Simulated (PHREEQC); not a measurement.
Model water analysis in mg/kgw, 30 °C, pH 6.72:

| constituent | mg/kgw |
|---|---|
| Na | 1640 |
| K | 368 |
| Ca | 90.1 |
| Mg | 314 |
| Cl | 3760 |
| S(6) as SO4 | 289 |
| Alkalinity as HCO3 | 0.697 |
| Sr | 66.4 |
| Li | 0.554 |

Valence states are taken as typed.

Equilibrium calculation in PHREEQC: Pitzer model, pitzer.dat.

**Question.** The ionic strength comes out as 0.131 mol/kgw. What activity coefficients do Ca+2, Na+, SO4-2, K+, Li+ get?

**Answer.** Ca+2 0.33, Na+ 0.77, SO4-2 0.24, K+ 0.76, Li+ 0.79. Single-ion values are on the MacInnes scale.

Precipitation was switched off in this run. Species that the database lacks are ignored.
